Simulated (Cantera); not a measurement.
Feed: 1 mol BCl₃, a varied amount of O₂, 39 mol H₂, at 1625 K and 0.000400 bar.

Equilibrium computed with Cantera from the NASA thermochemical tables; the gas is ideal and each condensed phase is pure. Candidate condensed phases: B, B₂O₃, B₃O₃H₃, H₂O; 33 gas species. The tables' values for BCl, BOCl, BCl₂, BH₂ are old estimates; treat these amounts as uncertain. Kinetics and transport are ignored.

x: gas mole fraction; n: condensed amount in mol.

```
n(O₂) (mol)   x H₂   x HCl    x H₂O   x HBO₂     x HBO  n B(s)
-----------  -----  ------  -------  -------  --------  ------
0.086        0.919  0.0695  1.95e-7  6.60e-7   0.00348   0.682
0.29         0.911  0.0685  6.05e-7  6.46e-6    0.0109   0.275
0.49         0.903  0.0705      [?]      [?]       [?]       0
0.7          0.903  0.0719      [?]      [?]       [?]       0
0.9          0.899  0.0724  0.00319   0.0134   0.00423       0
1.1          0.892  0.0726  0.00912   0.0182   0.00199       0
1.3          0.883  0.0727   0.0172   0.0205   0.00117       0
1.5          0.874  0.0727   0.0262   0.0216  0.000804       0
1.7          0.865  0.0728   0.0355   0.0222  0.000604       0
1.9          0.855  0.0728   0.0450   0.0226  0.000480       0
2.1          0.845  0.0728   0.0545   0.0229  0.000396       0
```

**Question.** What belongs in the gaps?

**Answer.** 
- 0.7, x H₂O: 0.000650
- 0.7, x HBO₂: 0.00614
- 0.7, x HBO: 0.00953
- 0.49, x H₂O: 5.26e-6
- 0.49, x HBO₂: 8.86e-5
- 0.49, x HBO: 0.0170
